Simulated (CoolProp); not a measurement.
Vapour-liquid equilibrium of ethylene (1) + isobutane (2) at -89.15 °C; x and y are mole fractions of (1).

Values from CoolProp's multi-fluid Helmholtz-energy mixture model, Smukala 2000 and Bücker 2006; pair parameters Bell 2016.

| x | bubble pressure, mixture model (MPa) | bubble pressure, Raoult's law (MPa) | y, mixture model | y, Raoult's law |
|---|---|---|---|---|
| 0.05 | 0.01001 | 0.01212 | 0.899 | 0.917 |
| 0.15 | 0.02894 | 0.03425 | 0.968 | 0.974 |
| 0.25 | 0.04923 | 0.05638 | 0.983 | 0.986 |
| 0.35 | 0.07077 | 0.07850 | 0.990 | 0.991 |
| 0.45 | 0.09331 | 0.1006 | 0.994 | 0.994 |
| 0.55 | 0.1166 | 0.1228 | 0.996 | 0.996 |
| 0.65 | 0.1402 | 0.1449 | 0.997 | 0.997 |
| 0.75 | 0.1638 | 0.1670 | 0.998 | 0.998 |
| 0.85 | 0.1872 | 0.1891 | 0.999 | 0.999 |
| 0.95 | 0.2106 | 0.2113 | 1.000 | 1.000 |

The largest gap from Raoult's law is -17.4 % in bubble pressure, at x = 0.05. No azeotrope shows between x = 0.05 and 0.95.

Pair parameters are fitted to limited data, so mixtures are less certain than the pure fluids.
